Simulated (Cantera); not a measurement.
An isothermal, constant-pressure homogeneous reactor starts with 24.4 % NH₃, 75.6 % N₂, at 1450 K and 19000 Pa.

Model: the gas-phase N/H chemistry of the illustrative SiF4/NH3 mechanism in the Surface Chemkin manual (1991), integrated in Cantera. Walls and surfaces, which speed up NH3 decomposition in real reactors, are not modelled.

x: mole fraction; the columns are a selection and need not sum to one.

| t (s) | x NH₃ | x N₂ | x N₂H₂ | x H₂ | x H | x NH₂ | x N₂H₄ |
|---|---|---|---|---|---|---|---|
| 0.000900 | 0.244 | 0.756 | 5.53e-12 | 1.07e-7 | 4.62e-10 | 2.14e-7 | 1.73e-12 |
| 0.00251 | 0.244 | 0.756 | 6.03e-11 | 2.99e-7 | 4.64e-10 | 5.97e-7 | 1.53e-11 |
| 0.00700 | 0.244 | 0.756 | 5.42e-10 | 8.48e-7 | 4.82e-10 | 1.66e-6 | 1.24e-10 |
| 0.0195 | 0.244 | 0.756 | 4.56e-9 | 2.68e-6 | 6.38e-10 | 4.63e-6 | 9.79e-10 |
| 0.0545 | 0.244 | 0.756 | 3.56e-8 | 1.45e-5 | ___ | 1.26e-5 | 7.22e-9 |
| 0.152 | 0.244 | 0.756 | 1.31e-7 | 0.000135 | ___ | 2.38e-5 | 2.59e-8 |
| 0.424 | 0.243 | 0.756 | 1.46e-7 | 0.000642 | ___ | 2.50e-5 | 2.85e-8 |
| 1.18 | 0.242 | 0.756 | 1.44e-7 | 0.00206 | ___ | 2.45e-5 | 2.74e-8 |
| 3.30 | 0.239 | 0.755 | 1.39e-7 | 0.00594 | ___ | 2.35e-5 | 2.53e-8 |
| 9.21 | 0.231 | 0.753 | 1.25e-7 | 0.0160 | ___ | 2.19e-5 | 2.19e-8 |
| 25.7 | 0.211 | 0.749 | 9.79e-8 | 0.0398 | ___ | 1.92e-5 | 1.69e-8 |
| 71.7 | 0.173 | 0.741 | 5.99e-8 | 0.0857 | ___ | 1.52e-5 | 1.06e-8 |
| 200 | 0.119 | 0.730 | 2.56e-8 | 0.151 | ___ | 1.02e-5 | 4.72e-9 |

Problem. Some entries are withheld; supply them.

Solution. 
- 0.0545, x H: 2.02e-9
- 0.152, x H: 1.11e-8
- 0.424, x H: 3.65e-8
- 1.18, x H: 1.04e-7
- 3.30, x H: 2.82e-7
- 9.21, x H: 7.24e-7
- 25.7, x H: 1.72e-6
- 71.7, x H: 3.57e-6
- 200, x H: 6.12e-6
